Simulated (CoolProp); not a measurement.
A single-stage vapour-compression cycle with the fluid: evaporating at 248.15 K (dew point), condensing at 313.15 K (bubble point), superheat 2 K, subcooling 5 K, compressor efficiency 0.7, no pressure losses. The same conditions are run with several fluids, on thermodynamics alone (safety and materials aside).

Model: reference Helmholtz-energy equation of state of each fluid (c-C4F8 (RC318): Platzer 1990; vinyl chloride: Thol 2022; R21: Platzer 1990; propane: Lemmon 2009; R404A: Lemmon 2003; carbonyl sulfide: Lemmon 2006), in CoolProp. The equations of Platzer and Polt are older, rougher fits. Blends and air are pseudo-pure fits.

```
fluid             cooling COP  pressure ratio  discharge temperature (K)  refrigerating effect (kJ/kg)  volumetric capacity (kJ/m³)
----------------  -----------  --------------  -------------------------  ----------------------------  ---------------------------
c-C4F8 (RC318)           1.72            11.5                      313.2                          60.7                          256
vinyl chloride           2.19            9.63                      395.3                           275                          529
R21                      2.22            13.4                      397.8                           196                          217
propane                     …            6.73                      343.0                           257                         1180
R404A                    1.77            7.39                      337.7                           102                            …
carbonyl sulfide            …            6.40                      406.8                           214                         1870
```

### Question
Fill in the missing entries.

### Answer

- propane, cooling COP: 1.98
- R404A, volumetric capacity (kJ/m³): 1290
- carbonyl sulfide, cooling COP: 2.07

The compression ends wet for: c-C4F8 (RC318).
